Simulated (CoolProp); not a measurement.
Values from CoolProp's reference Helmholtz-energy equation of state, Guder 2009.

**Question.** Give the vapour pressure (MPa), liquid density (kg/m³), enthalpy of vaporisation (kJ/kg), liquid cp (kJ/(kg K)) of saturated sulfur hexafluoride at 242.9, 274.3 K.

**Answer.** 
```json
[
 {"T (K)": "242.9", "p (MPa)": "0.488", "liquid density (kg/m³)": "1750", "enthalpy of vaporisation (kJ/kg)": "102", "liquid cp (kJ/(kg K))": "0.900"},
 {"T (K)": "274.3", "p (MPa)": "1.29", "liquid density (kg/m³)": "1550", "enthalpy of vaporisation (kJ/kg)": "83.2", "liquid cp (kJ/(kg K))": "1.05"}
]
```
